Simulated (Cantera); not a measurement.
## Reactions in the system H-Na-O

Standard-state values (1 bar) from the NASA 1993 polynomials, evaluated with Cantera. Values are per mole of reaction as written; species without (g) are pure solids or liquids, kept so even where they would boil at 1 bar.

2 Na(g) + H₂(g) + 2 O(g) ⇌ 2 NaOH

```
T (K)  ΔH° (kJ)  ΔS° (J/K)  ΔG° (kJ)  log10 K
-----  --------  ---------  --------  -------
1348    -1487.9     -522.7    -783.3    30.35
1498    -1480.8     -517.6    -705.3    24.59
1648    -1474.0     -513.3    -628.0    19.91
1798    -1467.6     -509.6    -551.3    16.02
1948    -1461.5     -506.3    -475.1    12.74
2098    -1455.6     -503.5    -399.4     9.94
```
